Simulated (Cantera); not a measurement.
An isothermal, constant-pressure homogeneous reactor starts with NO : N2 = 1 : 1.5 (molar parts), at 1423 K and 100000 Pa. Integrator tolerance rtol = 1e-08.

Computed with Cantera and GRI-Mech 3.0 (53 species, 325 reactions).

Problem. What does this change do: temperature 1423 to 2175 K?

Solution. 
```json
[
 {"quantity": "x(NO) at 5.00 s", "before": "0.395 (gas-phase equilibrium 0.000812)", "after": "0.0115 (gas-phase equilibrium 0.0115)"},
 {"quantity": "x(N2) at 5.00 s", "before": "0.603 (gas-phase equilibrium 0.800)", "after": "0.794 (gas-phase equilibrium 0.794)"},
 {"quantity": "x(NO2) at 5.00 s", "before": "0.000365 (gas-phase equilibrium 5.41e-6)", "after": "1.46e-5 (gas-phase equilibrium 1.46e-5)"},
 {"quantity": "x(O) at 5.00 s", "before": "8.87e-8 (gas-phase equilibrium 6.05e-7)", "after": "0.00102 (gas-phase equilibrium 0.00102)"},
 {"quantity": "x(N2O) at 5.00 s", "before": "4.91e-5 (gas-phase equilibrium 5.15e-8)", "after": "6.44e-7 (gas-phase equilibrium 6.44e-7)"},
 {"quantity": "x(O2) at 5.00 s", "before": "0.00234 (gas-phase equilibrium 0.200)", "after": "0.194 (gas-phase equilibrium 0.194)"}
]
```

Problem. What does this change do: temperature 1423 to 1548 K?

Solution. 
| quantity | before | after |
|---|---|---|
| x(NO) at 5.00 s | 0.395 (gas-phase equilibrium 0.000812) | 0.374 (gas-phase equilibrium 0.00151) |
| x(N2) at 5.00 s | 0.603 (gas-phase equilibrium 0.800) | 0.613 (gas-phase equilibrium 0.799) |
| x(NO2) at 5.00 s | 0.000365 (gas-phase equilibrium 5.41e-6) | 0.000453 (gas-phase equilibrium 6.83e-6) |
| x(O) at 5.00 s | 8.87e-8 (gas-phase equilibrium 6.05e-7) | 9.50e-7 (gas-phase equilibrium 3.43e-6) |
| x(N2O) at 5.00 s | 4.91e-5 (gas-phase equilibrium 5.15e-8) | 4.91e-5 (gas-phase equilibrium 9.22e-8) |
| x(O2) at 5.00 s | 0.00234 (gas-phase equilibrium 0.200) | 0.0124 (gas-phase equilibrium 0.199) |
